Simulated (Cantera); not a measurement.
Input (Python, Cantera):

```python
import numpy as np
import cantera as ct

gas = ct.Solution("gri30.yaml")
gas.TPX = 1325, 2900000, {'CH3OH': 1, 'O2': 4.17, 'N2': 15.7, 'CO2': 2.2}
reactor = ct.IdealGasReactor(gas, energy="on", clone=False)
net = ct.ReactorNet([reactor])
net.rtol, net.atol = 1e-08, 1e-16
show = ['CH3OH', 'O2', 'CO2', 'NO', 'H2O2', 'HCN']
times = np.geomspace(1e-06, 2, 11)

steps = ct.SolutionArray(gas, extra=["t"])
rows = []
print(f"{'t/s':>10s}{'T/K':>9s}{'P/Pa':>11s}" + "".join(f"{s:>11s}" for s in show))
for t in times:
    while net.time < t:
        t_next = net.step()
        steps.append(gas.state, t=t_next)
    rows.append([np.interp(t, steps.t, y) for y in (steps.T, steps.P, *steps(*show).X.T)])
    print(f"{t:10.3e}{rows[-1][0]:9.1f}{rows[-1][1]:11.4g}" + "".join(f"{x:11.3e}" for x in rows[-1][2:]))
rate = np.gradient(steps.T, steps.t)
print("integrator steps:", len(steps.t))
if steps.T.max() > steps.T[0] + 200:
    print(f"time of steepest temperature rise: {steps.t[rate.argmax()]:.4e} s")
gas.TPX = 1325, 2900000, {'CH3OH': 1, 'O2': 4.17, 'N2': 15.7, 'CO2': 2.2}
gas.equilibrate("UV")
print(f"equilibrium (UV): T = {gas.T:.1f} K  " + "  ".join(f"{s} {gas[s].X[0]:.3e}" for s in show))
```

It prints:

```
       t/s      T/K       P/Pa      CH3OH         O2        CO2         NO       H2O2        HCN
 1.000e-06   1325.0    2.9e+06  4.335e-02  1.808e-01  9.536e-02  6.370e-18  8.218e-11  1.090e-18
 4.267e-06   1325.0    2.9e+06  4.334e-02  1.808e-01  9.536e-02  3.152e-17  6.670e-09  5.041e-18
 1.821e-05   1325.0    2.9e+06  4.332e-02  1.807e-01  9.536e-02  1.793e-16  3.134e-07  2.678e-17
 7.768e-05   1326.0  2.903e+06  4.293e-02  1.805e-01  9.534e-02  8.707e-15  1.651e-05  4.575e-16
 3.314e-04   2220.2  4.968e+06  1.556e-19  1.129e-01  1.353e-01  5.538e-05  7.139e-07  1.320e-13
 1.414e-03   2219.4  4.966e+06  5.907e-20  1.128e-01  1.353e-01  3.524e-04  7.118e-07  1.306e-13
 6.034e-03   2216.3  4.959e+06  5.650e-20  1.122e-01  1.353e-01  1.535e-03  7.036e-07  1.254e-13
 2.575e-02   2207.1  4.938e+06  4.945e-20  1.104e-01  1.353e-01  5.066e-03  6.794e-07  1.091e-13
 1.099e-01   2198.8   4.92e+06  4.387e-20  1.088e-01  1.353e-01  8.208e-03  6.584e-07  9.551e-14
 4.687e-01   2198.5  4.919e+06  4.367e-20  1.088e-01  1.353e-01  8.328e-03  6.576e-07  9.501e-14
 2.000e+00   2198.5  4.919e+06  4.367e-20  1.088e-01  1.353e-01  8.328e-03  6.576e-07  9.501e-14
integrator steps: 1856
time of steepest temperature rise: 1.4122e-04 s
equilibrium (UV): T = 2198.5 K  CH3OH 4.507e-20  O2 1.088e-01  CO2 1.353e-01  NO 8.328e-03  H2O2 6.576e-07  HCN 9.501e-14
```

Computed with Cantera and GRI-Mech 3.0 (53 species, 325 reactions). GRI-Mech 3.0 was tuned for natural gas; its chemistry of methanol as a main component is partial and can be far from experiment. The pressure lies above the range GRI-Mech 3.0 was tuned for (to about 10 atm).
